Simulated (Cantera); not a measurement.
Feed: 1 mol Ta, 0.027 mol O2, 29 mol H2, at 1375 K and 0.0100 bar.

These are equilibrium values from Cantera (NASA tables, ideal gas, pure condensed phases), not measurements of a reactor. Candidate condensed phases: H2O, Ta, Ta2O5; 12 gas species. Mutual solubility and eutectic melting of coexisting phases are not modelled. Condensed phases not in the tables: N, O or C dissolved in the metal. Equilibrium is a limit: real reactors are often held back by kinetics, nucleation or transport.

What is the equilibrium state?


```json
{
 "x(H2)": "1.000",
 "x(H)": "3.43e-5",
 "x(H2O)": "3.12e-5",
 "n(Ta(s))": "0.979 mol",
 "n(Ta2O5(s))": "0.0106 mol",
 "gas_amount": "29.00 mol"
}
```
